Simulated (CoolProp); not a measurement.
Vapour-liquid equilibrium of R113 (1) + n-heptane (2) at 28.2 kPa; x and y are mole fractions of (1).

The numbers come from the multi-fluid Helmholtz-energy mixture model, Marx 1992 and Span 2003; pair parameters Bell 2016 in CoolProp.

| x | bubble temperature (K) | y at the bubble point | dew temperature at overall composition x (K) | liquid density (mol/L) |
|---|---|---|---|---|
| 0.05 | 326.4 | 0.270 | 332.1 | 6.599 |
| 0.2 | 312.1 | 0.659 | 328.4 | ___ |
| 0.35 | 303.5 | 0.808 | 324.0 | ___ |
| 0.5 | 297.9 | 0.881 | 318.9 | 7.480 |
| 0.65 | ___ | 0.926 | 312.5 | 7.761 |
| 0.8 | 290.7 | 0.960 | 304.1 | 8.056 |
| 0.95 | 287.8 | ___ | 291.7 | 8.372 |

Problem. What belongs in the gaps?

Solution. 
- 0.2, liquid density (mol/L): 6.917
- 0.35, liquid density (mol/L): 7.203
- 0.65, bubble temperature (K): 293.9
- 0.95, y at the bubble point: 0.990

No azeotrope shows between x = 0.05 and 0.95.

The pair parameters rest on a limited set of measurements; away from them the model extrapolates.
